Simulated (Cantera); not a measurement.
A Cantera script and what it prints.

```python
import numpy as np
import cantera as ct

gas_names = """
    CL CL2 N N2 Si SiCL SiCL2 SiCL3 SiCL4 SiN Si2 Si2N Si3
""".split()
cond_names = """
    Si(cr) Si(L) Si3N4(a)
""".split()


# ... load() reads the species with a 1 bar reference pressure and builds the phases ...
atoms = {
    'SiCl4': {'Si': 1, 'CL': 4},
    'Cl2': {'CL': 2},
    'N2': {'N': 2},
}
top_T = {'Si3N4(a)': 2400}  # K; cautious upper limits of use, not melting points


# ... equilibrate(T, P, feed) seeds the gas with the atoms and calls Mixture.equilibrate('TP', solver="vcs", rtol=1e-11, max_steps=5000) ...
results = []
feed = {'SiCl4': 1, 'Cl2': 0.058, 'N2': 71}  # mol
T = 1500  # K
for P in [100, 300, 880, 2600, 7700, 23000, 68000, 200000]:
    mix = equilibrate(T, P, feed)
    results.append((T, P, feed, dict(zip(mix.species_names, mix.species_moles))))

top = {s: max(r[3][s] / sum(r[3][g] for g in gas_names) for r in results) for s in gas_names}
cols = sorted((s for s in top if top[s] > 1e-06), key=lambda s: -top[s])[:8]
seen = [c for c in cond_names if any(r[3].get(c, 0) > 1e-12 for r in results)]
print("log10 of partial pressures in bar; condensed amounts in mol")
print(f"{'P/Pa':>10s}" + "".join(f"{s[:9]:>10s}" for s in cols + seen))
for T, P, feed, n in results:
    ng = sum(n[g] for g in gas_names)
    print(f"{P:10.4g}" + "".join(f"{np.log10(max(n[s] / ng * P / 1e5, 1e-99)):10.3f}" for s in cols)
          + "".join(f"{n.get(c, 0):10.4g}" for c in seen))
```

Output:

```
log10 of partial pressures in bar; condensed amounts in mol
      P/Pa        N2     SiCL4        CL     SiCL3     SiCL2       CL2
       100    -3.009    -5.014    -5.128    -5.633    -5.750    -7.788
       300    -2.531    -4.458    -4.874    -5.330    -5.701    -7.281
       880    -2.063    -3.950    -4.597    -5.100    -5.747    -6.727
      2600    -1.592    -3.459    -4.267    -4.938    -5.915    -6.067
      7700    -1.120    -2.978    -3.887    -4.837    -6.195    -5.307
   2.3e+04    -0.645    -2.499    -3.487    -4.758    -6.515    -4.507
   6.8e+04    -0.174    -2.026    -3.114    -4.659    -6.789    -3.761
     2e+05     0.294    -1.557    -2.782    -4.521    -6.983    -3.098
```

Method: chemical equilibrium by Gibbs-energy minimisation in Cantera with the NASA 1993 tables (ideal gas, pure condensed phases). The tables' values for SiCl3 are old estimates; treat these amounts as uncertain.
